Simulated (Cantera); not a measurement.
Source: NASA polynomial tables (part measured, part estimated), evaluated in Cantera. Values are per mole of reaction as written; species without (g) are pure solids or liquids, kept so even where they would boil at 1 bar.

Problem. Between 1025 and 1425 K, where is each reaction favourable under standard conditions?
- Ta₂O₅ + H₂O(g) = 2 TaO₂(g) + 2 OH(g)

Solution. 
- Ta₂O₅ + H₂O(g) = 2 TaO₂(g) + 2 OH(g): ΔG° is 1371 kJ at 1025 K and 1154 kJ at 1425 K; it stays positive (K < 1). ΔH° is 1915 kJ and ΔS° 534 J/K at 1425 K.
